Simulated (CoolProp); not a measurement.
Saturation properties of methane.

Model: reference Helmholtz-energy equation of state, Setzmann 1991, in CoolProp.

```csv
T (°C),p (kPa),liquid density (kg/m³),liquid cp (kJ/(kg K)),surface tension (mN/m)
-126.05,___,363.6,3.968,6.29
-122.65,___,___,4.062,___
-119.25,1235,349.9,4.174,___
-115.95,1420,342.7,___,4.56
-112.55,1631,334.9,4.467,4.00
-109.25,1855,326.9,4.664,3.47
-105.85,___,318.0,4.923,2.93
-102.45,2388,308.5,___,2.41
-99.15,2682,298.3,5.732,1.93
-95.75,3013,286.5,6.446,1.45
-92.35,3373,272.8,7.642,0.998
```

### Question
Fill in the missing entries.

### Answer

- -126.05, p (kPa): 909.8
- -122.65, p (kPa): 1064
- -122.65, liquid density (kg/m³): 356.9
- -122.65, surface tension (mN/m): 5.70
- -119.25, surface tension (mN/m): 5.11
- -115.95, liquid cp (kJ/(kg K)): 4.304
- -105.85, p (kPa): 2109
- -102.45, liquid cp (kJ/(kg K)): 5.267

It boils at -161.5 °C under 1 atm.

Surface tension comes from a separate correlation (Mulero 2012).
